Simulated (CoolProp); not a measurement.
50 sccm (0 °C, 1 atm) of nitrogen bubbles through liquid toluene at 292.7 K and leaves saturated at a total pressure of 0.0753 MPa (ideal gas phase). Each further row changes one setting.

Model: reference Helmholtz-energy equation of state, Lemmon 2006, in CoolProp. It is a short technical equation, of lower accuracy than the large ones.

```json
[
 {"case": "as stated", "vapour pressure (kPa)": "2.85", "mole fraction of vapour": "0.0378", "delivery (mg/min)": "8.08", "delivery (sccm)": "1.97", "change of delivery for a bath 1 K warmer (%)": "5.8"},
 {"case": "bath temperature 297.7 K", "vapour pressure (kPa)": "3.71", "mole fraction of vapour": "0.0493", "delivery (mg/min)": "10.7", "delivery (sccm)": "2.59", "change of delivery for a bath 1 K warmer (%)": "5.6"},
 {"case": "total pressure 0.151 MPa", "vapour pressure (kPa)": "2.85", "mole fraction of vapour": "0.0189", "delivery (mg/min)": "3.95", "delivery (sccm)": "0.962", "change of delivery for a bath 1 K warmer (%)": "5.6"}
]
```
